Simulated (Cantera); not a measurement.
Feed: 1 mol Fe(CO)5, a varied amount of O2, 57 mol N2, 1.8 mol CO, held at 1002 °C and 10.0 mbar.

These are equilibrium values from Cantera (NASA tables, ideal gas, pure condensed phases), not measurements of a reactor. Candidate condensed phases: C, Fe, Fe(CO)5, FeO, Fe2O3, Fe3O4; 27 gas species. Mutual solubility and eutectic melting of coexisting phases are not modelled. The tables' stoichiometric FeO is somewhat more stable than real wüstite, so its field is too wide. FeO: taken at fixed stoichiometry. Rates play no part.

Question: At 0.83 mol O2, list the 3 most abundant gas species with their mole fractions, and the condensed phases.

Answer: N2 0.893, CO 0.0896, CO2 0.0170. Condensed: Fe(γ) + FeO(s).
